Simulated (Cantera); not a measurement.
Feed: 1 mol B₂O₃, 5.9 mol F₂, 1.3 mol O₂, held at 1825 K and 2200 Pa.

Cantera equilibrium calculation (NASA polynomials, part measured and part estimated; ideal gas, pure solids and liquids). Candidate condensed phases: B, B₂O₃; 21 gas species. The numbers say what is thermodynamically allowed, not how fast it happens.

Base state: F 0.547, O₂ 0.264, BF₃ 0.189, O 0.000532, F₂ 8.09e-5, FO 1.78e-5 (mole fractions); condensed: gas only.

What changes in the equilibrium state with this change: F₂ from 5.9 to 0.6 mol?


| species | before | after |
|---|---|---|
| O₂ | 0.264 | 0.495 |
| BOF | 3.11e-8 | 0.374 |
| B₂O₃ | <1e-9 | 0.118 |
| F | 0.547 | 2.56e-6 |
| BO₂ | <1e-9 | 0.0122 |
| BF₃ | 0.189 | 3.62e-5 |
| F₂ | 8.09e-5 | <1e-9 |
| FO | 1.78e-5 | <1e-9 |
| O | 0.000532 | 0.000729 |
